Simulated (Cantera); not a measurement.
Ignition delay

Mixture: CH₄ : C₂H₆ : C₃H₈ : O₂ : N₂ = 1 : 0.15 : 0.73 : 12.9 : 75.9 (molar parts), at 100000 Pa, adiabatic and at constant pressure. Ignition delay is the time to a rise of 400 K.

Cantera simulation using GRI-Mech 3.0 (53 species, 325 reactions); the numbers are that mechanism's predictions, not measurements. GRI-Mech 3.0 was tuned for natural gas; its chemistry of propane as a main component is partial and can be far from experiment.

```
T0 (K)  delay (ms)
------  ----------
1050           105
1125          23.4
1200          5.61
1275          1.58
1350         0.548
1425         0.243
1500         0.138
```

| Property | Value |
|---|---|
| apparent activation energy between 1350 and 1500 K | 150 kJ/mol |
